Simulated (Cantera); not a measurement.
Cantera run:

```python
import numpy as np
import cantera as ct

gas_names = """
    H HO2 H2 H2O H2O2 O OH O2 O3 Si SiH SiH2 SiH3 SiH4 SiO SiO2 Si2 Si3
""".split()
cond_names = """
    H2O(s) H2O(L) Si(cr) Si(L) SiO2(Lqz) SiO2(hqz) SiO2(L)
""".split()


# ... load() reads the species with a 1 bar reference pressure and builds the phases ...
atoms = {
    'Si': {'Si': 1},
    'O2': {'O': 2},
    'H2': {'H': 2},
}
top_T = {}  # K; cautious upper limits of use, not melting points


# ... equilibrate(T, P, feed) seeds the gas with the atoms and calls Mixture.equilibrate('TP', solver="vcs", rtol=1e-11, max_steps=5000) ...
results = []
feed = {'Si': 1, 'O2': 0.0012, 'H2': 2.4}  # mol
P = 0.15  # Pa
for T in [1550, 1600, 1650, 1700, 1750, 1800, 1850, 1900]:
    mix = equilibrate(T, P, feed)
    results.append((T, P, feed, dict(zip(mix.species_names, mix.species_moles))))
    x = sorted(zip(gas.X, gas.species_names), reverse=True)
    print(f"T = {T:g} K  P = {P:g} Pa  gas = {mix.phase_moles(0):.4g} mol")
    print("   x: " + "  ".join(f"{s} {v:.3e}" for v, s in x if v > 1e-05))
    print("   condensed (mol): " + ("  ".join(f"{mix.phase(i).name} {mix.phase_moles(i):.4g}"
          for i in range(1, mix.n_phases) if mix.phase_moles(i) > 1e-12) or "none"))
```

Output:

```
T = 1550 K  P = 0.15 Pa  gas = 2.489 mol
   x: H2 9.517e-01  H 2.509e-02  Si 2.215e-02  SiO 9.643e-04  SiH 6.954e-05  Si2 3.998e-05
   condensed (mol): Si(cr) 0.942
T = 1600 K  P = 0.15 Pa  gas = 2.629 mol
   x: H2 8.918e-01  Si 6.500e-02  H 4.192e-02  SiO 9.128e-04  SiH 1.638e-04  Si2 1.620e-04  Si3 3.545e-05
   condensed (mol): Si(cr) 0.8251
T = 1650 K  P = 0.15 Pa  gas = 3.048 mol
   x: H2 7.551e-01  Si 1.786e-01  H 6.445e-02  SiO 7.875e-04  Si2 6.021e-04  SiH 3.472e-04  Si3 1.433e-04
   condensed (mol): Si(cr) 0.4472
T = 1700 K  P = 0.15 Pa  gas = 3.565 mol
   x: H2 6.254e-01  Si 2.775e-01  H 9.514e-02  Si2 7.465e-04  SiO 6.731e-04  SiH 4.159e-04  Si3 1.154e-04
   condensed (mol): none
T = 1750 K  P = 0.15 Pa  gas = 3.663 mol
   x: H2 5.825e-01  Si 2.712e-01  H 1.449e-01  SiO 6.552e-04  Si2 3.800e-04  SiH 3.353e-04  Si3 2.520e-05
   condensed (mol): none
T = 1800 K  P = 0.15 Pa  gas = 3.801 mol
   x: H2 5.253e-01  Si 2.618e-01  H 2.119e-01  SiO 6.313e-04  SiH 2.651e-04  Si2 1.955e-04
   condensed (mol): none
T = 1850 K  P = 0.15 Pa  gas = 3.99 mol
   x: H2 4.533e-01  H 2.962e-01  Si 2.496e-01  SiO 6.015e-04  SiH 2.041e-04  Si2 1.014e-04
   condensed (mol): none
T = 1900 K  P = 0.15 Pa  gas = 4.234 mol
   x: H 3.940e-01  H2 3.698e-01  Si 2.354e-01  SiO 5.669e-04  SiH 1.522e-04  Si2 5.296e-05
   condensed (mol): none
```

Equilibrium computed with Cantera from the NASA thermochemical tables; the gas is ideal and each condensed phase is pure.
